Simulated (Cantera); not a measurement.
A perfectly stirred reactor is fed with H₂ : O₂ = 0.046 : 1 (molar parts), equivalence ratio 0.023, at 24.0 Torr; it is held at 1400 K, and followed from long to short residence time.

Computed with Cantera and the H2/O2 subset of GRI-Mech 3.0, which has no nitrogen chemistry. Radical loss at walls, strong at low pressure, is not modelled. The temperature is held fixed by assumption; the heat of reaction is taken as removed at once.

### Question
Predict: x(H₂) at τ = 4.50 s; x(O₂) at τ = 4.50 s; x(HO₂) at τ = 4.50 s; x(H₂O) at τ = 4.50 s; x(H) at τ = 4.50 s; x(H₂) at τ = 56.0 ms; x(O₂) at τ = 56.0 ms; x(HO₂) at τ = 56.0 ms; x(H₂O) at τ = 56.0 ms; x(H) at τ = 56.0 ms.

### Answer
* **x(H₂) at τ = 4.50 s**: 2.50e-5
* **x(O₂) at τ = 4.50 s**: 0.954
* **x(HO₂) at τ = 4.50 s**: 4.80e-7
* **x(H₂O) at τ = 4.50 s**: 0.0445
* **x(H) at τ = 4.50 s**: 1.41e-5
* **x(H₂) at τ = 56.0 ms**: 0.000349
* **x(O₂) at τ = 56.0 ms**: 0.943
* **x(HO₂) at τ = 56.0 ms**: 2.63e-6
* **x(H₂O) at τ = 56.0 ms**: 0.0423
* **x(H) at τ = 56.0 ms**: 0.000843
